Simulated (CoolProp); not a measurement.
The numbers come from the reference Helmholtz-energy equation of state, de Reuck 1990 in CoolProp.

Question: Give the vapour pressure (kPa), vapour density (kg/m³), enthalpy of vaporisation (kJ/kg), surface tension (mN/m) of saturated fluorine at 88.8, 90.9, 101.5 K.

Answer: 
| T (K) | p (kPa) | vapour density (kg/m³) | enthalpy of vaporisation (kJ/kg) | surface tension (mN/m) |
|---|---|---|---|---|
| 88.8 | 153 | 8.25 | 171 | 12.4 |
| 90.9 | 189 | 10.0 | 169 | 11.9 |
| 101.5 | 482 | 24.1 | 157 | 9.07 |

Surface tension comes from a separate correlation (Mulero 2012).
